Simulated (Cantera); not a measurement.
Charge: 1 mol HMDSO, 1.1 mol NO, 56 mol N2, held at 475 °C and 750 Torr.

Method: chemical equilibrium by Gibbs-energy minimisation in Cantera with the NASA 1993 tables (ideal gas, pure condensed phases). Candidate condensed phases: C, C6H6, C7H8, C8H18, H2O, Si, SiC, SiO2, Si2N2O, Si3N4; 151 gas species. The feed counts by its element totals alone. Equilibrium is a limit: real reactors are often held back by kinetics, nucleation or transport.

Base state: N2 0.884, H2 0.0893, CH4 0.0264, NH3 0.000131 (mole fractions); condensed: C(graphite) + SiO2(α-quartz) + Si2N2O(s).

**Question.** What changes in the equilibrium state with this change: temperature from 475 °C to 1875 °C?

**Answer.** 
```tsv
species	before	after
N2	0.884	0.831
H2	0.0893	0.128
CO	2.57e-7	0.0306
CH4	0.0264	4.80e-6
SiO	<1e-9	0.000392
H	<1e-9	0.00149
HCN	6.50e-9	0.00825
HNC	<1e-9	0.000602
C2H2 (acetylene)	<1e-9	0.000244
Si	<1e-9	2.01e-5
C(graphite), mol	4.33	1.32
SiO2(α-quartz), mol	0.733	0
Si2N2O(s), mol	0.633	0
SiC(s), mol	0	1.97
```
